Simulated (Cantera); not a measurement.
Input (Python, Cantera):

```python
import numpy as np
import cantera as ct

surf = ct.Interface("diamond.yaml", "diamond_100")
gas, bulk = surf.adjacent["gas"], surf.adjacent["diamond"]
k = surf.kinetics_species_index(bulk.species_names[0])
cover = ["c6HH", "c6H*", "c6*H", "c6**", "c6HM", "c6B"]

rows, drift = [], 0.0
print(f"{'T':>10s}{'um/h':>11s}" + "".join(f"{s:>11s}" for s in cover))
for v in [900, 975, 1050, 1125, 1200, 1275, 1350]:
    T, P, xH, xCH3 = v, 30000, 0.0014, 1.2e-05
    gas.TPX = T, P, {"H": xH, "CH3": xCH3, "CH4": 0.014, "H2": 1 - xH - xCH3 - 0.014}
    surf.TP = bulk.TP = T, P
    surf.coverages = "c6H*:0.1, c6HH:0.9"
    surf.advance_coverages(100.0)
    before = surf.coverages
    surf.advance_coverages(100.0)
    drift = max(drift, np.max(np.abs(surf.coverages - before) / (surf.coverages + 1e-9)))
    rate = surf.net_production_rates[k] * bulk.mean_molecular_weight / bulk.density * 3.6e9
    rows.append([rate, *surf[cover].coverages])
    print(f"{v:10.4g}{rate:11.4e}" + "".join(f"{x:11.3e}" for x in rows[-1][1:]))
```

Output:

```
         T       um/h       c6HH       c6H*       c6*H       c6**       c6HM        c6B
       900 1.1126e+00  6.865e-01  1.043e-02  2.899e-01  4.270e-03  7.131e-03  3.019e-09
       975 1.6412e+00  6.175e-01  1.608e-02  3.519e-01  7.753e-03  5.026e-03  4.454e-09
      1050 2.1259e+00  5.545e-01  2.273e-02  4.053e-01  1.255e-02  3.434e-03  5.769e-09
      1125 2.1661e+00  5.002e-01  3.004e-02  4.483e-01  1.841e-02  1.980e-03  5.878e-09
      1200 1.5103e+00  4.558e-01  3.762e-02  4.804e-01  2.478e-02  7.859e-04  4.098e-09
      1275 8.7975e-01  4.215e-01  4.511e-02  5.020e-01  3.093e-02  2.224e-04  2.387e-09
      1350 6.3139e-01  3.971e-01  5.223e-02  5.142e-01  3.622e-02  5.614e-05  1.713e-09
```

Cantera simulation using the Harris–Goodwin 1993 mechanism for the reconstructed diamond (100) surface; the numbers are that mechanism's predictions, not measurements.
